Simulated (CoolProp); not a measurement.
The numbers come from the reference Helmholtz-energy equation of state, Akasaka 2022 in CoolProp.

Task: For R1233zd(E), give the phase and the cv (kJ/(kg K)), speed of sound (m/s), Joule-Thomson coefficient (K/MPa) at 421.8 K and 0.138 bar; 411.7 K and 5.53 bar; 235.6 K and 83.4 bar.

Result: 
- 421.8 K and 0.138 bar: gas; cv 0.885, speed of sound 170, Joule-Thomson coefficient 11.0
- 411.7 K and 5.53 bar: gas; cv 0.886, speed of sound 157, Joule-Thomson coefficient 12.8
- 235.6 K and 83.4 bar: liquid; cv 0.742, speed of sound 981, Joule-Thomson coefficient -0.443
